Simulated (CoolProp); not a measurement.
Vapour-liquid equilibrium of R143a (1) + R236FA (2) at 0.0203 MPa; x and y are mole fractions of (1).

Computed with CoolProp (multi-fluid Helmholtz-energy mixture model, Lemmon and Jacobsen 2000 and Pan 2012; pair parameters Bell 2016).

```tsv
x	bubble temperature, mixture model (K)	bubble temperature, Raoult's law (K)	y, mixture model	y, Raoult's law
0.05	233.3	232.6	0.304	0.339
0.2	221.3	220.1	…	0.753
0.35	…	212.5	0.876	0.885
0.5	207.8	207.3	…	0.941
0.65	…	203.4	0.970	0.970
0.8	200.4	200.3	0.987	0.987
0.95	…	197.7	0.998	0.997
```

Question: Some entries are withheld; supply them.

Answer: 
- 0.2, y, mixture model: 0.729
- 0.35, bubble temperature, mixture model (K): 213.4
- 0.5, y, mixture model: 0.939
- 0.65, bubble temperature, mixture model (K): 203.6
- 0.95, bubble temperature, mixture model (K): 197.8

The largest gap from Raoult's law is +1.2 K in bubble temperature, at x = 0.2. No azeotrope shows between x = 0.05 and 0.95.

Pair parameters are fitted to limited data, so mixtures are less certain than the pure fluids.
